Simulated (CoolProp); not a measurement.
Model: reference Helmholtz-energy equation of state, de Reuck 1990, in CoolProp.

### Question
For fluorine, give the phase and the cp (kJ/(kg K)), cv (kJ/(kg K)), Joule-Thomson coefficient (K/MPa) at 213.5 K and 1.42 MPa.

### Answer
- 213.5 K and 1.42 MPa: gas; cp 0.824, cv 0.576, Joule-Thomson coefficient 3.63
